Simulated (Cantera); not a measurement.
Thermodynamics of oxide etching and cleaning by halides, feed SiO2 + SiCl4 + H2

Charge: 1 mol SiO2, 1 mol SiCl4, 24 mol H2, at 12000 Pa.

Cantera equilibrium calculation (NASA polynomials, part measured and part estimated; ideal gas, pure solids and liquids). Candidate condensed phases: H2O, Si, SiO2; 30 gas species. Mutual solubility and eutectic melting of coexisting phases are not modelled. The tables' values for SiCl3 are old estimates; treat these amounts as uncertain. The tables hold silica as quartz up to 1696 K and as liquid above; real silica turns to tridymite and cristobalite and melts near 1996 K. Kinetics and transport are ignored.

```
T (K)  log p H2  log p HCl  log p SiCl4  log p SiCl2  log p SiHCl3  log p SiCl3  n SiO2(α-quartz)  n SiO2(β-quartz)  n Si(s)
-----  --------  ---------  -----------  -----------  ------------  -----------  ----------------  ----------------  -------
650       -0.94      -3.68        -2.34       -10.84         -3.68        -7.99              1.00                 0        0
725       -0.94      -3.40        -2.36        -8.90         -3.41        -6.82              1.00                 0        0
800       -0.94      -3.18        -2.38        -7.33         -3.19        -5.88              1.00                 0        0
875       -0.94      -3.00        -2.42        -6.04         -3.02        -5.11                 0              1.00        0
950       -0.94      -2.85        -2.46        -4.97         -2.90        -4.48                 0              1.00        0
1025      -0.95      -2.68        -2.51        -4.16         -2.85        -4.00                 0              1.00   0.0148
1100      -0.95      -2.45        -2.58        -3.65         -2.91        -3.68                 0             1.000   0.0776
1175      -0.96      -2.27        -2.69        -3.23         -3.00        -3.45                 0             1.000    0.142
1250      -0.96      -2.13        -2.87        -2.91         -3.15        -3.32                 0             1.000    0.189
1325      -0.97      -2.05        -3.17        -2.69         -3.38        -3.29                 0             0.999    0.205
1400      -0.97      -2.00        -3.56        -2.56         -3.69        -3.37                 0             0.992    0.195
1475      -0.98      -1.98        -4.01        -2.49         -4.03        -3.52                 0             0.965    0.155
```
log p: log10 of the partial pressure in bar; n: condensed amount in mol.

From 650 K to 800 K the condensed part is SiO2(α-quartz). From 875 K to 950 K the condensed part is SiO2(β-quartz). From 1025 K to 1475 K the condensed part is Si(s) + SiO2(β-quartz). The main Si-bearing gas is SiCl4 at 650 K and SiCl2 at 1475 K.
